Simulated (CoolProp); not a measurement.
A Linde-Hampson liquefier for ethylene: isothermal reversible compression at 320 K from 1 atm to 5 MPa, throttling to 1 atm, return gas leaving the recuperator 10 K below the feed. Each further row changes one setting.

Computed with CoolProp (reference Helmholtz-energy equation of state, Smukala 2000).

```csv
case,liquid yield per pass,compression work (kJ/kg of gas)
as stated,0.100,347
high pressure 10 MPa,0.304,386
warm-end temperature 350 K,0.066,387
warm-end gap 15 K,0.089,347
```
